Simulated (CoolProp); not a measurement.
Aqueous lithium chloride as a coolant, at -12 °C, 1 atm.

Values from CoolProp's Melinder's fits for secondary coolants.

| mass % | freezing point (°C) | conductivity (W/(m K)) | cp (kJ/(kg K)) | density (kg/m³) | viscosity (mPa s) |
|---|---|---|---|---|---|
| 11.3 | -14.6 | 0.522 | 3.534 | 1068 | 3.88 |
| 13.3 | -19.1 | 0.519 | 3.416 | 1081 | 4.18 |
| 15.3 | -24.9 | 0.516 | 3.302 | 1093 | 4.51 |
| 17.3 | -32.1 | 0.512 | 3.194 | 1106 | 4.87 |
| 19.3 | -40.6 | 0.509 | 3.097 | 1118 | 5.28 |
| 21.3 | -50.1 | 0.506 | 3.014 | 1131 | 5.76 |
| 23.3 | -59.7 | 0.503 | 2.953 | 1144 | 6.35 |
